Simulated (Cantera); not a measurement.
Charge: 1 mol BF3, 1.1 mol O2, 8.4 mol H2, equilibrated at 1798 K.

Method: chemical equilibrium by Gibbs-energy minimisation in Cantera with the NASA 1993 tables (ideal gas, pure condensed phases). Candidate condensed phases: B, B2O3, B3O3H3, H2O; 43 gas species. The numbers say what is thermodynamically allowed, not how fast it happens.

Problem. At 0.0100 bar, list the 5 most abundant gas species with their mole fractions, and the condensed phases.

Solution. H2 0.594, HF 0.207, H2O 0.100, BOF 0.0804, HBO2 0.0149. Condensed: gas only.
